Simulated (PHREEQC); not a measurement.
# Nickel, zinc or cadmium bath

Make-up at 25 °C: 0.00058 mol ZnCl2, 0.00049 mol NaOH and 0.00069 mol MnSO4 per kg of water. Closed to the air; pH follows from the charge balance.

The numbers come from PHREEQC with the ion-association model, wateq4f.dat.

This is a speciation only: nothing precipitates in the calculation.

Task: What pH, ionic strength does the model give?

Result: pH 8.44; ionic strength 0.00395 mol/kgw.

Task: In which forms is Mn present?

Result: Mn+2 93 %, MnSO4 6.1 %, MnOH+ 0.5 % of the Mn.

Examples of supersaturated solids here: Zn(OH)2-e, Zn5(OH)8Cl2. Others may be too.
